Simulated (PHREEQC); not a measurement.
Consider water at 6 °C with 2.3 mmol/kgw H2SO4. Closed to the air; pH follows from the charge balance.

All values are PHREEQC results (ion-association model, phreeqc.dat), not measurements.

Each row changes one thing in this solution. No solid was allowed to form.

| case | pH | ionic strength (mol/kgw) | SO4-2 (mol/kgw) | HSO4- (mol/kgw) |
|---|---|---|---|---|
| as made | 2.41 | 0.00612 | 0.00191 | 0.000392 |
| H2SO4 from 0.0023 to 0.023 mol/kgw | 1.54 | 0.0446 | 0.0108 | 0.0122 |
| temperature from 6 to 80 °C | 2.50 | 0.00460 | 0.00115 | 0.00115 |
| 0.0019 mol/kgw LiCl added | 2.41 | (withheld) | 0.00191 | (withheld) |
| H2SO4 from 0.0023 to 0.0046 mol/kgw | (withheld) | 0.0114 | 0.00339 | 0.00121 |
| H2SO4 from 0.0023 to 0.00345 mol/kgw | 2.25 | 0.00882 | 0.00269 | 0.000764 |
| H2SO4 from 0.0023 to 0.00115 mol/kgw | 2.69 | 0.00321 | 0.00103 | 0.000119 |
| H2SO4 from 0.0023 to 0.00207 mol/kgw | (withheld) | 0.00555 | 0.00174 | 0.000328 |
| H2SO4 from 0.0023 to 0.00046 mol/kgw | 3.06 | 0.00134 | 0.000438 | 2.24e-5 |

**Question.** Some entries are withheld; supply them.

**Answer.** 
- 0.0019 mol/kgw LiCl added, ionic strength (mol/kgw): 0.00802
- 0.0019 mol/kgw LiCl added, HSO4- (mol/kgw): 0.000379
- H2SO4 from 0.0023 to 0.0046 mol/kgw, pH: 2.14
- H2SO4 from 0.0023 to 0.00207 mol/kgw, pH: 2.45

Away from 25 °C the constants follow the database's enthalpies or fits; those with neither stay at their 25 °C values.
